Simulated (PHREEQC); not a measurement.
Consider water at 25 °C with 0.51 mol MgSO4, 0.07 mol Na2SO4 and 0.36 mol KBr per kg of water. Closed to the air; pH follows from the charge balance.

Computed with PHREEQC (Pitzer model, pitzer.dat).

```csv
quantity,before,after
pH,6.61,6.34
ionic strength (mol/kgw),2.61,4.05
HSO4- (mol/kgw),8.07e-7,1.04e-6
SI of Arcanite (K2SO4),-1.22,-0.03
SI of Mirabilite (Na2SO4:10H2O),-2.67,-3.04
```

What was changed between the two runs?
(A) KBr from 0.36 to 1.8 mol/kgw
(B) KBr from 0.36 to 0.54 mol/kgw
(C) diluted 10-fold with water
(D) MgSO4 replaced by KHSO4 at the same molality

A, KBr from 0.36 to 1.8 mol/kgw

Precipitation was switched off in this run.
